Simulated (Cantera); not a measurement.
Input: 1 mol N2O, 5.2 mol H2, 22 mol N2, 9.8 mol H2O, held at 1.33 mbar.

Method: chemical equilibrium by Gibbs-energy minimisation in Cantera with the NASA 1993 tables (ideal gas, pure condensed phases). Candidate condensed phases: H2O; 24 gas species. Rates play no part.

At 1950 °C, list the 5 most abundant gas species with their mole fractions, and the condensed phases.

N2 0.573, H2O 0.231, H2 0.106, H 0.0572, OH 0.0179. Condensed: gas only.
